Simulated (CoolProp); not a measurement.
Properties of R113 along the isobar 19600 kPa.

The numbers come from the reference Helmholtz-energy equation of state, Marx 1992 in CoolProp.

```json
[
 {"T (K)": "435", "phase": "liquid", "Z": "0.7675", "Joule-Thomson coefficient (K/MPa)": "-0.1989", "expansivity (1/kK)": "1.696"},
 {"T (K)": "439.8", "phase": "liquid", "Z": "0.7654", "Joule-Thomson coefficient (K/MPa)": "-0.1854", "expansivity (1/kK)": "1.720"},
 {"T (K)": "444.6", "phase": "liquid", "Z": "0.7634", "Joule-Thomson coefficient (K/MPa)": "-0.1715", "expansivity (1/kK)": "(withheld)"},
 {"T (K)": "449.4", "phase": "liquid", "Z": "(withheld)", "Joule-Thomson coefficient (K/MPa)": "-0.1569", "expansivity (1/kK)": "1.771"},
 {"T (K)": "454.2", "phase": "liquid", "Z": "0.7601", "Joule-Thomson coefficient (K/MPa)": "-0.1419", "expansivity (1/kK)": "(withheld)"},
 {"T (K)": "459", "phase": "liquid", "Z": "0.7587", "Joule-Thomson coefficient (K/MPa)": "-0.1262", "expansivity (1/kK)": "1.825"},
 {"T (K)": "463.8", "phase": "liquid", "Z": "0.7576", "Joule-Thomson coefficient (K/MPa)": "-0.1099", "expansivity (1/kK)": "1.853"},
 {"T (K)": "468.6", "phase": "liquid", "Z": "0.7565", "Joule-Thomson coefficient (K/MPa)": "-0.09308", "expansivity (1/kK)": "1.882"},
 {"T (K)": "473.4", "phase": "liquid", "Z": "0.7557", "Joule-Thomson coefficient (K/MPa)": "-0.07558", "expansivity (1/kK)": "1.911"},
 {"T (K)": "478.2", "phase": "liquid", "Z": "0.7551", "Joule-Thomson coefficient (K/MPa)": "-0.05743", "expansivity (1/kK)": "1.940"},
 {"T (K)": "483", "phase": "liquid", "Z": "0.7546", "Joule-Thomson coefficient (K/MPa)": "-0.03863", "expansivity (1/kK)": "1.971"},
 {"T (K)": "487.8", "phase": "supercritical", "Z": "0.7544", "Joule-Thomson coefficient (K/MPa)": "-0.01914", "expansivity (1/kK)": "2.001"},
 {"T (K)": "492.6", "phase": "supercritical", "Z": "0.7543", "Joule-Thomson coefficient (K/MPa)": "0.001024", "expansivity (1/kK)": "2.033"},
 {"T (K)": "497.4", "phase": "supercritical", "Z": "0.7544", "Joule-Thomson coefficient (K/MPa)": "0.02189", "expansivity (1/kK)": "2.064"}
]
```

Problem. What belongs in the gaps?

Solution. 
- 444.6, expansivity (1/kK): 1.745
- 449.4, Z: 0.7617
- 454.2, expansivity (1/kK): 1.798
